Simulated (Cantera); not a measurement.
A Cantera script and its output.

```python
import numpy as np
import cantera as ct

gas = ct.Solution("gri30.yaml")
gas.TPX = 423, 500000, {'C2H6': 1, 'O2': 2.69, 'N2': 10.1, 'H2O': 1.5}
inlet = ct.Reservoir(gas, clone=True)
gas.equilibrate("HP")  # start burning
reactor = ct.IdealGasConstPressureReactor(gas, energy="on", clone=False)
exhaust = ct.Reservoir(gas, clone=True)
tau = [0.16, 0.075, 0.036, 0.017, 0.0082, 0.0039, 0.0019, 0.0009, 0.00043, 0.00021, 9.8e-05, 4.7e-05][0]
for a, b in ((inlet, reactor), (reactor, exhaust)):
    ct.MassFlowController(a, b, mdot=lambda t: reactor.mass / tau)
net = ct.ReactorNet([reactor])
show = ['C2H6', 'O2', 'H2O', 'C2H4', 'C2H', 'N2O', 'HCN']

rows = []
print(f"{'tau/s':>10s}{'T/K':>9s}" + "".join(f"{s:>11s}" for s in show))
for tau in [0.16, 0.075, 0.036, 0.017, 0.0082, 0.0039, 0.0019, 0.0009, 0.00043, 0.00021, 9.8e-05, 4.7e-05]:
    net.initial_time = 0.0
    net.advance(30 * tau)
    before = gas.X
    net.advance(40 * tau)
    drift = np.max(np.abs(gas.X - before) / (gas.X + 1e-9))
    rows.append([gas.T, *gas[show].X, drift])
    print(f"{tau:10.3e}{gas.T:9.1f}" + "".join(f"{x:11.3e}" for x in gas[show].X))
```

It prints:

```
     tau/s      T/K       C2H6         O2        H2O       C2H4        C2H        N2O        HCN
 1.600e-01   2036.5  2.803e-07  4.754e-05  2.291e-01  7.680e-07  6.008e-09  4.481e-09  2.797e-06
 7.500e-02   2035.9  5.812e-07  8.868e-05  2.291e-01  1.617e-06  1.297e-08  6.332e-09  5.422e-06
 3.600e-02   2034.9  1.169e-06  1.600e-04  2.292e-01  3.292e-06  2.678e-08  9.118e-09  9.532e-06
 1.700e-02   2033.2  2.350e-06  2.848e-04  2.293e-01  6.630e-06  5.423e-08  1.347e-08  1.543e-05
 8.200e-03   2030.3  4.515e-06  4.805e-04  2.294e-01  1.252e-05  1.023e-07  1.977e-08  2.248e-05
 3.900e-03   2025.3  8.532e-06  7.919e-04  2.295e-01  2.275e-05  1.840e-07  2.880e-08  3.077e-05
 1.900e-03   2017.7  1.556e-05  1.273e-03  2.294e-01  3.939e-05  3.072e-07  3.964e-08  3.976e-05
 9.000e-04   2005.3  2.946e-05  2.135e-03  2.293e-01  7.045e-05  4.965e-07  5.095e-08  4.893e-05
 4.300e-04   1984.3  5.857e-05  3.756e-03  2.290e-01  1.335e-04  7.544e-07  5.802e-08  5.338e-05
 2.100e-04   1943.0  1.318e-04  7.225e-03  2.283e-01  2.926e-04  1.020e-06  5.776e-08  4.434e-05
 9.800e-05    423.0  6.540e-02  1.759e-01  9.810e-02 -2.211e-16 -4.429e-49 -1.699e-21 -2.153e-19
 4.700e-05    423.0  6.540e-02  1.759e-01  9.810e-02 -3.671e-20  4.391e-56 -2.822e-25 -3.575e-23
```

Model: GRI-Mech 3.0 (53 species, 325 reactions), integrated in Cantera.
